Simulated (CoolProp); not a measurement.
Vapour-liquid equilibrium of R125 (1) + R245fa (2) at -67.65 °C; x and y are mole fractions of (1).

The numbers come from the multi-fluid Helmholtz-energy mixture model, Lemmon 2005 and Akasaka 2015; pair parameters Bell 2016 in CoolProp.

Give the bubble pressure and the first vapour's composition at x = 0.2, 0.35, 0.95. Is there an azeotrope?

x = 0.2: 0.008756 MPa, y = 0.937; x = 0.35: 0.01391 MPa, y = 0.967; x = 0.95: 0.03306 MPa, y = 0.999. No azeotrope shows between x = 0.05 and 0.95.

Pair parameters are fitted to limited data, so mixtures are less certain than the pure fluids.
